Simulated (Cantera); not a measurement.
Charge: 1 mol CCl4, 0.51 mol F2, equilibrated at 24.0 mbar.

Cantera equilibrium calculation (NASA polynomials, part measured and part estimated; ideal gas, pure solids and liquids). Candidate condensed phases: C; 27 gas species. The tables' values for CCl are old estimates; treat these amounts as uncertain. Kinetics and transport are ignored.

log p: log10 of the partial pressure in bar; n: condensed amount in mol.

```csv
T (K),log p Cl,log p F,log p C3,log p CF,log p C,log p CF2,n C(graphite)
2800,-1.71,-2.39,-4.50,-3.52,-5.18,-3.55,0.856
2875,-1.72,-2.38,…,…,…,…,0.827
2950,-1.72,-2.38,-3.74,-3.36,-4.51,-3.87,0.749
3025,-1.73,-2.39,-3.39,-3.30,-4.19,-4.04,0.573
3100,-1.74,-2.40,…,-3.25,…,…,…
3175,-1.75,-2.40,-2.96,-3.26,-3.68,-4.45,0
3250,-1.75,-2.40,-2.97,-3.30,-3.52,-4.68,0
```

### Question
Some entries are withheld; supply them.

### Answer

- 2875, log p C3: -4.11
- 2875, log p CF: -3.44
- 2875, log p C: -4.83
- 2875, log p CF2: -3.71
- 3100, log p C3: -3.06
- 3100, log p C: -3.90
- 3100, log p CF2: -4.23
- 3100, n C(graphite): 0.195
